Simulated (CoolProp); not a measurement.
Vapour-liquid equilibrium of R125 (1) + R245fa (2) at 0.0199 MPa; x and y are mole fractions of (1).

Values from CoolProp's multi-fluid Helmholtz-energy mixture model, Lemmon 2005 and Akasaka 2015; pair parameters Bell 2016.

```csv
x,"bubble temperature, mixture model (K)","bubble temperature, Raoult's law (K)","y, mixture model","y, Raoult's law"
0.05,239.3,241.3,0.581,0.530
0.15,224.3,227.0,0.863,0.837
0.25,(withheld),218.7,(withheld),0.922
0.35,211.6,213.2,0.960,0.957
0.45,208.0,209.1,0.975,0.974
0.55,205.2,205.9,0.983,0.984
0.65,202.9,203.3,0.989,0.990
0.75,(withheld),201.1,0.993,0.994
0.85,199.1,199.2,0.996,0.997
0.95,197.5,197.5,0.999,0.999
```

Task: Complete the blanks.

Result: 
- 0.25, bubble temperature, mixture model (K): 216.5
- 0.25, y, mixture model: 0.932
- 0.75, bubble temperature, mixture model (K): 200.9

The largest gap from Raoult's law is -2.7 K in bubble temperature, at x = 0.15. No azeotrope shows between x = 0.05 and 0.95.

Pair parameters are fitted to limited data, so mixtures are less certain than the pure fluids.
